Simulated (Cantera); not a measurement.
An adiabatic, constant-pressure homogeneous reactor starts with CO : H2 : O2 : N2 = 1 : 0.2 : 0.896 : 3.37 (molar parts), equivalence ratio 0.67, at 1273 K and 0.270 bar.

Detailed kinetics in Cantera: GRI-Mech 3.0 (53 species, 325 reactions).

Q: Predict: time of steepest temperature rise; temperature at 3.00 s; equilibrium temperature; x(CO) at 3.00 s; x(H2) at 3.00 s; x(O2) at 3.00 s; x(NO) at 3.00 s; x(CO2) at 3.00 s; x(H2O2) at 3.00 s.

A: 
```
Quantity                                                            Result
---------------------------------  ---------------------------------------
time of steepest temperature rise                                 0.219 ms
temperature at 3.00 s                                               2498 K
equilibrium temperature                                             2498 K
x(CO) at 3.00 s                      0.0421 (gas-phase equilibrium 0.0421)
x(H2) at 3.00 s                    0.00144 (gas-phase equilibrium 0.00144)
x(O2) at 3.00 s                      0.0694 (gas-phase equilibrium 0.0694)
x(NO) at 3.00 s                      0.0121 (gas-phase equilibrium 0.0121)
x(CO2) at 3.00 s                       0.157 (gas-phase equilibrium 0.157)
x(H2O2) at 3.00 s                  3.19e-8 (gas-phase equilibrium 3.19e-8)
```
